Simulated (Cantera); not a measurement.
A closed system holds: 1 mol toluene, 0.75 mol H2O, equilibrated at 625 K and 0.000230 bar.

Cantera equilibrium calculation (NASA polynomials, part measured and part estimated; ideal gas, pure solids and liquids). Kinetics and transport are ignored.

```json
[
 {"species": "H2", "before": "0.878", "after": "0.751"},
 {"species": "CO2", "before": "0.0351", "after": "0.114"},
 {"species": "H2O", "before": "0.0456", "after": "0.0703"},
 {"species": "CO", "before": "0.0326", "after": "0.0588"},
 {"species": "CH4", "before": "0.00858", "after": "0.00627"},
 {"species": "C(graphite), mol", "before": "6.61", "after": "1.62"}
]
```
Gas species are given as mole fractions.

Q: What was changed between the two runs?
(A) pressure from 0.000230 bar to 0.100 bar
(B) H2O from 0.75 to 0.036 mol
(C) pressure from 0.000230 bar to 1 atm
(D) toluene replaced by C2H2

A: D, toluene replaced by C2H2
